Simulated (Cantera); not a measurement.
# MgO + N2 (sublimation and decomposition of ceramics)

Input: 1 mol MgO, 0.18 mol N2, held at 2873.15 K and 74000 Pa.

Equilibrium computed with Cantera from the NASA thermochemical tables; the gas is ideal and each condensed phase is pure. Candidate condensed phases: Mg, MgO; 13 gas species. Rates play no part.

```yaml
x(N2): 0.932
x(Mg): 0.0367
x(O2): 0.00957
x(NO): 0.00943
x(O): 0.00817
x(MgO): 0.00396
x(MgN): 7.14e-6
x(N): 6.65e-6
x(NO2): 1.11e-6
n(MgO(s)): 0.992 mol
gas_amount: 0.1921 mol
log10 activity of Mg(l) (absent): -3.98
```
